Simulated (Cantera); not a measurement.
Input: 1 mol Al, 15 mol H2O, 82 mol N2, held at 1523.15 K and 5850 Torr.

Equilibrium computed with Cantera from the NASA thermochemical tables; the gas is ideal and each condensed phase is pure. Candidate condensed phases: Al, AlN, Al2O3, H2O; 35 gas species. Gases not in the tables: Al(OH)3. Kinetics and transport are ignored.

Base state: N2 0.845, H2O 0.139, H2 0.0155 (mole fractions); condensed: Al2O3(s).

Task: What changes in the equilibrium state with this change: H2O from 15 to 0.018 mol?

Result: 
| species | before | after |
|---|---|---|
| N2 | 0.845 | 1.000 |
| H2 | 0.0155 | 0.000221 |
| H2O | 0.139 | 1.21e-8 |
| Al2O3(s), mol | 0.500 | 0.00600 |
| AlN(s), mol | 0 | 0.988 |
Mutual solubility and eutectic melting of coexisting phases are not modelled.

Task: What changes in the equilibrium state with this change: H2O from 15 to 0.26 mol?

Result: 
| species | before | after |
|---|---|---|
| N2 | 0.845 | 0.997 |
| H2 | 0.0155 | 0.00318 |
| H2O | 0.139 | 1.73e-7 |
| Al2O3(s), mol | 0.500 | 0.0867 |
| AlN(s), mol | 0 | 0.827 |
Mutual solubility and eutectic melting of coexisting phases are not modelled.
